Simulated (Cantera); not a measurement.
**Ignition delay**

Mixture: 10.3 % CH4, 12.3 % O2, 77.4 % N2, equivalence ratio 1.7, at 100000 Pa, adiabatic and at constant pressure. Ignition delay is the time to a rise of 400 K.

Model: GRI-Mech 3.0 (53 species, 325 reactions), integrated in Cantera.

```csv
T0 (K),delay (ms)
1223,72.0
1323,18.9
1423,5.49
1523,1.78
1623,0.668
1723,0.292
1823,0.146
1923,0.0809
2023,0.0487
2123,0.0313
```

```yaml
apparent activation energy between 1923 and 2123 K: 160 kJ/mol
```
